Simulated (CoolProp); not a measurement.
Vapour-liquid equilibrium of R134a (1) + R141b (2) at 291.8 K; x and y are mole fractions of (1).

The numbers come from the multi-fluid Helmholtz-energy mixture model, Tillner-Roth 1994 and Lemmon 2006; pair parameters Bell 2016 in CoolProp.

```tsv
x	bubble pressure (bar)	y at the bubble point	dew pressure at overall composition x (bar)	liquid density (mol/L)
0.05	0.9954	0.401	0.6479	10.72
0.125	1.531	0.632	___	10.83
0.2	2.023	0.738	0.7618	10.93
0.275	2.467	0.798	0.8351	11.03
0.35	2.866	0.838	0.9237	11.13
0.425	3.222	0.866	1.033	11.23
0.5	___	0.888	1.172	11.33
0.575	3.840	0.906	1.353	11.43
0.65	4.118	0.922	1.598	11.53
0.725	___	0.937	1.948	___
0.8	4.664	0.952	2.481	11.74
0.875	4.951	0.968	3.346	11.85
0.95	5.260	0.986	4.627	11.97
```

Q: Some entries are withheld; supply them.

A: 
- 0.125, dew pressure at overall composition x (bar): 0.7003
- 0.5, bubble pressure (bar): 3.544
- 0.725, bubble pressure (bar): 4.390
- 0.725, liquid density (mol/L): 11.63

No azeotrope shows between x = 0.05 and 0.95.

Pair parameters are fitted to limited data, so mixtures are less certain than the pure fluids.
